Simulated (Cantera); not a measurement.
Input: 1 mol SiO₂, 0.57 mol Cl₂, 6.7 mol O₂, held at 13.3 mbar.

Equilibrium computed with Cantera from the NASA thermochemical tables; the gas is ideal and each condensed phase is pure. Candidate condensed phases: Si, SiO₂; 15 gas species. Rates play no part.

**Question.** At 852 °C, list the 4 most abundant gas species with their mole fractions, and the condensed phases.

**Answer.** O₂ 0.919, Cl₂ 0.0758, Cl 0.00489, ClO 2.48e-5. Condensed: SiO₂(β-quartz).
